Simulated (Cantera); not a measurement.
# Premixed flame

A freely propagating, adiabatic, planar premixed flame of H2 : O2 : N2 : H2O = 1 : 0.294 : 1.06 : 0.16 (molar parts), equivalence ratio 1.7, unburnt at 650 K and 3750 Torr; mixture-averaged transport, grid criteria slope 0.08 and curve 0.16, no radiation.

Model: the H2/O2 subset of GRI-Mech 3.0, which has no nitrogen chemistry, integrated in Cantera. The hydrogen kinetics of GRI-Mech 3.0 are dated; newer H2 mechanisms differ, most at raised pressure. Burning velocities carry a grid error of a few per cent, more on coarse grids.

| z (mm) | T (K) | u (m/s) | x H2 | x O2 | x H2O | x H | x H2O2 | x HO2 |
|---|---|---|---|---|---|---|---|---|
| -0.164 | 650 | 9.55 | 0.398 | 0.117 | 0.0636 | <1e-8 | <1e-8 | <1e-8 |
| -0.109 | 650 | 9.55 | 0.398 | 0.117 | 0.0636 | <1e-8 | <1e-8 | <1e-8 |
| -0.0820 | 650 | 9.55 | 0.398 | 0.117 | 0.0637 | <1e-8 | <1e-8 | 8.53e-8 |
| -0.0546 | 651 | 9.55 | 0.397 | 0.117 | 0.0637 | 1.77e-8 | 2.44e-8 | 2.48e-6 |
| -0.0273 | 696 | 10.1 | 0.387 | 0.118 | 0.0668 | 0.000129 | 1.43e-5 | 0.000632 |
| -0.0137 | 966 | 13.6 | 0.349 | 0.110 | 0.0944 | 0.00420 | 5.90e-5 | 0.000825 |
| 0 | 1376 | 18.8 | 0.277 | 0.0786 | 0.166 | 0.0221 | 1.94e-5 | 0.000369 |
| 0.0137 | 1670 | 22.6 | 0.209 | 0.0373 | 0.245 | 0.0420 | 4.03e-6 | 0.000150 |
| 0.0273 | 1824 | 24.5 | 0.177 | 0.0147 | 0.288 | 0.0493 | 2.36e-6 | 5.55e-5 |
| 0.0546 | 1966 | 26.2 | 0.164 | 0.00310 | 0.312 | 0.0454 | 1.24e-6 | 1.14e-5 |
| 0.109 | 2086 | 27.6 | 0.168 | 0.000982 | 0.321 | 0.0336 | 6.58e-7 | 3.92e-6 |
| 0.219 | 2183 | 28.7 | 0.173 | 0.000460 | 0.326 | 0.0225 | 3.62e-7 | 1.88e-6 |
| 0.437 | 2255 | 29.4 | 0.176 | 0.000188 | 0.331 | 0.0139 | 1.87e-7 | 7.60e-7 |
x: mole fraction of selected species; z is measured from the peak of heat release.

* **laminar burning velocity**: 955 cm/s
* **thermal thickness**: 0.0546 mm
* **peak x(H)**: 0.0497
* **peak x(H2O2)**: 5.90e-5
* **peak x(HO2)**: 0.00104
* **grid points**: 112
